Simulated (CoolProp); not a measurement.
Vapour-liquid equilibrium of carbon dioxide (1) + C2F6 (R116) (2) at -14.75 °C; x and y are mole fractions of (1).

Model: multi-fluid Helmholtz-energy mixture model, Span 1996 and Lemmon 2006; pair parameters Bell 2016, in CoolProp.

```
x     bubble pressure, mixture model (MPa)  bubble pressure, Raoult's law (MPa)  y, mixture model  y, Raoult's law
----  ------------------------------------  -----------------------------------  ----------------  ---------------
0.05                                     ?                                1.279             0.113            0.090
0.15                                 1.626                                1.387             0.293            0.250
0.25                                     ?                                1.495             0.425            0.386
0.35                                 2.090                                1.604             0.522            0.504
0.45                                     ?                                1.712             0.596            0.607
0.55                                     ?                                1.820                 ?            0.697
0.65                                 2.459                                1.929             0.712            0.778
0.75                                 2.499                                2.037                 ?            0.850
0.85                                 2.492                                2.145             0.830            0.914
0.95                                 2.405                                2.254             0.926            0.973
```

Complete the blanks.


- 0.05, bubble pressure, mixture model (MPa): 1.357
- 0.25, bubble pressure, mixture model (MPa): 1.876
- 0.45, bubble pressure, mixture model (MPa): 2.257
- 0.55, bubble pressure, mixture model (MPa): 2.379
- 0.55, y, mixture model: 0.657
- 0.75, y, mixture model: 0.766

The largest gap from Raoult's law is +31.8 % in bubble pressure, at x = 0.45. y crosses x between x = 0.75 and 0.85: the model has an azeotrope there.

The pair parameters rest on a limited set of measurements; away from them the model extrapolates.
